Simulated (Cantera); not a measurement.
A perfectly stirred reactor is fed with H₂ : O₂ : N₂ = 0.52 : 1 : 1.7 (molar parts), equivalence ratio 0.26, at 0.908 atm; it is held at 975 K, and followed from long to short residence time.

Cantera simulation using the H2/O2 subset of GRI-Mech 3.0, which has no nitrogen chemistry; the numbers are that mechanism's predictions, not measurements. The temperature is held fixed by assumption; the heat of reaction is taken as removed at once.

One state of this run: x H₂ = 0.0540; x O₂ = 0.270; x H = 9.64e-7; x OH = 7.25e-7; x HO₂ = 0.000103. x: mole fraction; the columns are a selection and need not sum to one.

Question: Which value of τ (s) does it belong to?
(A) 0.20
(B) 2.0
(C) 0.020
(D) 0.0063

Answer: A, 0.20
